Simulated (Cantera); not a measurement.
Feed: 1 mol BN, 5.2 mol N2, equilibrated at 2575 K.

Equilibrium computed with Cantera from the NASA thermochemical tables; the gas is ideal and each condensed phase is pure. Candidate condensed phases: B, BN; 5 gas species. Kinetics and transport are ignored.

Which condensed phases are stable at each of these points (P (Pa)): 1, 16, 250, 4000, 63000, 1000000?


```tsv
P (Pa)	condensed phases	B condensed (%)
1	gas only	0.0
16	gas only	0.0
250	B(l)	56.6
4000	B(l)	97.3
63000	BN(s)	99.9
1000000	BN(s)	100.0
```

From 1.00 Pa to 16.0 Pa nothing is condensed. From 2.50 mbar to 40.0 mbar the condensed part is B(l). From 0.630 bar to 10.0 bar the condensed part is BN(s).
